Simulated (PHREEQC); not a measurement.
Make-up at 25 °C: 0.00072 mol Ag2SO4 and 0.0053 mol HNO3 per kg of water. Closed to the air; pH follows from the charge balance.

Equilibrium calculation in PHREEQC: ion-association model, wateq4f.dat.

The pH comes out as 2.33 and the ionic strength comes out as 0.00707 mol/kgw. The total alkalinity is -5.30 meq/kg.

| species | molality | activity | log γ |
|---|---|---|---|
| NO3- | 0.00530 | 0.00483 | -0.040 |
| H+ | 0.00511 | 0.00473 | -0.034 |
| Ag+ | 0.00143 | 0.00131 | -0.038 |
| SO4-2 | 0.000524 | 0.000370 | -0.151 |
| HSO4- | 0.000186 | 0.000170 | -0.038 |
| AgSO4- | 1.03e-5 | 9.42e-6 | -0.038 |
| AgNO3 | 3.23e-6 | 3.24e-6 | 0.001 |

Precipitation was switched off in this run. Complexes and solids missing from the database can't appear.
